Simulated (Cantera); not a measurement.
Input: 1 mol SiH4, 2.4 mol HCl, 300 mol H2, at 927 °C and 1330 Pa.

These are equilibrium values from Cantera (NASA tables, ideal gas, pure condensed phases), not measurements of a reactor. Candidate condensed phases: Si; 19 gas species. Rates play no part.

**Question.** What is the equilibrium state?

**Answer.** 
- x(H2) = 0.992
- x(HCl) = 0.00759
- x(SiCl2) = 0.000137
- x(SiCl3) = 3.43e-6
- x(SiHCl3) = 2.68e-6
- x(H) = 1.70e-6
- x(SiH2Cl2) = 1.25e-6
- n(Si(s)) = 0.956 mol
- gas amount = 304.4 mol
